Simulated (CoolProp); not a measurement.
Vapour-liquid equilibrium of dimethyl carbonate (1) + n-octane (2) at 0.249 MPa; x and y are mole fractions of (1).

Values from CoolProp's multi-fluid Helmholtz-energy mixture model, Zhou 2011 and Beckmüller 2019; pair parameters Bell 2016.

Problem. Give the bubble temperature and the first vapour's composition at x = 0.15, 0.25, 0.85. Is there an azeotrope?

Solution. x = 0.15: 412.1 K, y = 0.475; x = 0.25: 404.6 K, y = 0.601; x = 0.85: 393.4 K, y = 0.860. y crosses x between x = 0.85 and 0.95: the model has an azeotrope there.

Pair parameters are fitted to limited data, so mixtures are less certain than the pure fluids.
